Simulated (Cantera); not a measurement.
**Catalytic stagnation flow on Pt**

A jet of CH4 : O2 : N2 = 0.015 : 0.12 : 0.79 (molar parts), equivalence ratio 0.25 at 300 K and 21.8 Torr hits a platinum plate 2.6 cm away at a mass flux of 0.11 kg/m²/s; the plate temperature is set and raised in steps from an oxygen-covered start.

Detailed kinetics in Cantera: Deutschmann's 1995 Pt surface mechanism with GRI-Mech 3.0 gas chemistry. Catalytic surfaces can have several steady states; this one follows from the mechanism file's or the stated starting coverage.

```json
[
 {"plate T (K)": "900", "wall x CH4": "0.0141", "wall x O2": "0.125", "wall x H2O": "0.00387", "wall x OH": "1.97e-8", "wall x CO": "6.00e-6", "wall x CO2": "0.00253", "θ free Pt": "0.251", "θ O*": "0.748"},
 {"plate T (K)": "950", "wall x CH4": "0.0129", "wall x O2": "0.123", "wall x H2O": "0.00612", "wall x OH": "6.82e-8", "wall x CO": "7.65e-6", "wall x CO2": "0.00401", "θ free Pt": "0.324", "θ O*": "0.676"},
 {"plate T (K)": "1000", "wall x CH4": "0.0116", "wall x O2": "0.120", "wall x H2O": "0.00851", "wall x OH": "2.00e-7", "wall x CO": "9.42e-6", "wall x CO2": "0.00558", "θ free Pt": "0.397", "θ O*": "0.603"},
 {"plate T (K)": "1050", "wall x CH4": "0.0104", "wall x O2": "0.117", "wall x H2O": "0.0108", "wall x OH": "5.11e-7", "wall x CO": "1.13e-5", "wall x CO2": "0.00709", "θ free Pt": "0.469", "θ O*": "0.531"},
 {"plate T (K)": "1100", "wall x CH4": "0.00928", "wall x O2": "0.115", "wall x H2O": "0.0128", "wall x OH": "1.17e-6", "wall x CO": "1.35e-5", "wall x CO2": "0.00843", "θ free Pt": "0.538", "θ O*": "0.462"},
 {"plate T (K)": "1150", "wall x CH4": "0.00833", "wall x O2": "0.113", "wall x H2O": "0.0145", "wall x OH": "2.43e-6", "wall x CO": "1.61e-5", "wall x CO2": "0.00957", "θ free Pt": "0.603", "θ O*": "0.397"},
 {"plate T (K)": "1200", "wall x CH4": "0.00754", "wall x O2": "0.111", "wall x H2O": "0.0160", "wall x OH": "4.67e-6", "wall x CO": "1.94e-5", "wall x CO2": "0.0105", "θ free Pt": "0.663", "θ O*": "0.337"}
]
```
x: mole fraction at the wall; θ: surface coverage.
